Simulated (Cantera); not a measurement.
Charge: 1 mol Si2H6, 2.7 mol HCl, 5.1 mol H2, equilibrated at 1798 K and 0.0110 bar.

Cantera equilibrium calculation (NASA polynomials, part measured and part estimated; ideal gas, pure solids and liquids). The feed counts by its element totals alone. The tables' values for SiCl3, SiCl are old estimates; treat these amounts as uncertain. Gases not in the tables: Si2H6 and higher silanes. Equilibrium is a limit: real reactors are often held back by kinetics, nucleation or transport.

```tsv
species	before	after
H2	0.809	0.622
HCl	0.126	0.273
SiCl2	0.0608	0.0997
SiCl4	5.50e-6	5.51e-5
SiH2	2.39e-5	4.93e-6
SiH	3.03e-5	7.15e-6
SiCl3	0.000454	0.00184
Si	0.000280	7.53e-5
SiHCl3	8.82e-6	3.14e-5
Si(l), mol	1.33	0
```
Gas species are given as mole fractions.

Problem. Name the change that produced these shifts.
A) H2 from 5.1 to 680 mol
B) H2 from 5.1 to 190 mol
C) Si2H6 replaced by SiH2Cl2
D) pressure from 0.0110 bar to 0.00480 bar

Solution. C, Si2H6 replaced by SiH2Cl2
